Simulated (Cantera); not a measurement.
A closed system holds: 1 mol C3H6, 2.5 mol NH3, at 800 °C and 720000 Pa.

Method: chemical equilibrium by Gibbs-energy minimisation in Cantera with the NASA 1993 tables (ideal gas, pure condensed phases). Candidate condensed phases: C, C6H6, C7H8, C8H18; 92 gas species. The numbers say what is thermodynamically allowed, not how fast it happens.

Base state: H2 0.671, N2 0.179, CH4 0.149, NH3 0.000621, C2H6 1.06e-5 (mole fractions); condensed: C(graphite).

Q: What changes in the equilibrium state with this change: temperature from 800 °C to 2275 °C?

A: 
```tsv
species	before	after
H2	0.671	0.807
N2	0.179	0.140
HCN	5.35e-6	0.0268
CH4	0.149	0.000652
H	4.28e-9	0.0104
C2H2 (acetylene)	4.82e-9	0.0107
HNC	1.30e-8	0.00332
C4H2	<1e-9	5.82e-5
CN	<1e-9	2.13e-5
C2N2	<1e-9	1.45e-5
C(graphite), mol	1.96	2.58
```
